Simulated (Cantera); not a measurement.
## Equilibrium for silicon carbide growth: CH3SiCl3 + C3H8 + H2

Charge: 1 mol CH3SiCl3, 0.55 mol C3H8, 140 mol H2, at 55.0 mbar.

Equilibrium computed with Cantera from the NASA thermochemical tables; the gas is ideal and each condensed phase is pure. Candidate condensed phases: C, C6H6, C7H8, C8H18, Si, SiC; 109 gas species. The feed counts by its element totals alone. The tables' values for SiCl are old estimates; treat these amounts as uncertain. Gases not in the tables: Si2H6 and higher silanes. Equilibrium is a limit: real reactors are often held back by kinetics, nucleation or transport.

```csv
T (°C),log p H2,log p H,log p HCl,log p CH4,log p C2H2 (acetylene),log p Si,n C(graphite),n SiC(s)
677,-1.27,-9.89,-2.95,-3.32,-10.83,<-13,0.412,0.987
827,-1.27,-8.22,-2.94,-3.98,-9.15,<-13,1.38,0.999
977,-1.27,-6.95,-2.94,-4.50,-7.87,<-13,1.57,1.000
1127,-1.27,-5.95,-2.94,-4.90,-6.87,-11.40,1.62,0.999
1277,-1.27,-5.14,-2.95,-5.23,-6.06,-9.53,1.63,0.998
1427,-1.27,-4.47,-2.95,-5.50,-5.40,-8.00,1.62,0.997
1577,-1.27,-3.90,-2.95,-5.72,-4.85,-6.71,1.58,0.994
1727,-1.27,-3.42,-2.95,-5.92,-4.39,-5.62,1.45,0.982
1877,-1.28,-3.01,-2.96,-6.09,-3.99,-4.69,1.18,0.911
2027,-1.29,-2.66,-2.97,-6.25,-3.65,-3.87,0.853,0.459
2177,-1.31,-2.35,-3.00,-6.42,-3.39,-3.59,0,0
```
log p: log10 of the partial pressure in bar; n: condensed amount in mol.

From 677 °C to 2027 °C the condensed part is C(graphite) + SiC(s). At 2177 °C nothing is condensed. The main Si-bearing gas is SiCl4 at 677 °C and Si at 2177 °C. The share of Si in condensed phases is highest at 977 °C (100.0 %) and lowest at 2177 °C (0.0 %).
